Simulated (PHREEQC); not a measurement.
## Buffer: speciation

Solution (90 °C): 0.046 mol NaHSO4 and 0.00016 mol K2HPO4 per kg of water. Closed to the air; pH follows from the charge balance.

All values are PHREEQC results (ion-association model, phreeqc.dat), not measurements.

Each row changes one thing in this solution. This is a speciation only: nothing precipitates in the calculation.

```
case                                      pH  ionic strength (mol/kgw)  HSO4- (mol/kgw)  SO4-2 (mol/kgw)  NaSO4- (mol/kgw)
--------------------------------------  ----  ------------------------  ---------------  ---------------  ----------------
as made                                 1.97                    0.0699           0.0327           0.0119           0.00138
K2HPO4 left out                         1.97                    0.0697           0.0328           0.0118           0.00137
diluted 100-fold with water             3.43                   0.00124          6.80e-5         0.000391           1.05e-6
K2HPO4 from 0.00016 to 0.00024 mol/kgw  1.97                    0.0700           0.0326           0.0120           0.00139
K2HPO4 from 0.00016 to 0.00032 mol/kgw  1.97                    0.0702           0.0325           0.0120           0.00139
0.049 mol/kgw HF added                  1.95                    0.0702           0.0332           0.0115           0.00133
```

Species that the database lacks are ignored. Constants without temperature data keep their 25 °C values here.
